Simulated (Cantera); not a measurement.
Charge: 1 mol SiH₂Cl₂, 5.3 mol NH₃, 4.5 mol H₂, at 14.0 Pa.

Equilibrium computed with Cantera from the NASA thermochemical tables; the gas is ideal and each condensed phase is pure. Candidate condensed phases: NH₄Cl, Si, Si₃N₄; 28 gas species. Equilibrium is a limit: real reactors are often held back by kinetics, nucleation or transport.

Over these rows the condensed part is Si₃N₄(s). Partial pressures as log10 of bar:

```json
[
 {"T (K)": "800", "1000/T (1/K)": "1.2500", "log p SiCl₂": "-12.82", "log p H₂": "-3.97", "log p HCl": "-4.77", "log p N₂": "-4.77"},
 {"T (K)": "900", "1000/T (1/K)": "1.1111", "log p SiCl₂": "-10.89", "log p H₂": "-3.97", "log p HCl": "-4.77", "log p N₂": "-4.77"},
 {"T (K)": "1000", "1000/T (1/K)": "1.0000", "log p SiCl₂": "-9.34", "log p H₂": "-3.97", "log p HCl": "-4.77", "log p N₂": "-4.77"},
 {"T (K)": "1100", "1000/T (1/K)": "0.9091", "log p SiCl₂": "?", "log p H₂": "-3.97", "log p HCl": "-4.77", "log p N₂": "-4.77"},
 {"T (K)": "1200", "1000/T (1/K)": "0.8333", "log p SiCl₂": "-7.05", "log p H₂": "-3.97", "log p HCl": "-4.77", "log p N₂": "-4.77"},
 {"T (K)": "1300", "1000/T (1/K)": "0.7692", "log p SiCl₂": "-6.23", "log p H₂": "-3.97", "log p HCl": "-4.80", "log p N₂": "-4.76"}
]
```

Fit log p(SiCl₂) = a + b·(1000/T) to the five rows, give the apparent enthalpy, and predict the row at 1100 K.

Means: 1000/T = 0.9927, log p = -9.266. Sxy = -2.139042, Sxx = 0.1556357, so b = -13.74 and a = -9.266 − (-13.74)×0.9927 = 4.37.
Apparent enthalpy: −19.145 × (-13.74) = 263 kJ/mol. With the condensed phases at unit activity, 1/3 Si₃N₄(s) + 2 HCl(g) = SiCl₂(g) + H₂(g) + 2/3 N₂(g) links this pressure to the main gases: over the six rows their terms move log p by -0.07 in all, so the slope is close to that reaction's ΔH°. The five rows lie within 0.03 of the line.
Prediction at 1100 K: 4.37 + (-13.74)×0.9091 = -8.12. The computed value is -8.09, 0.03 from the line.
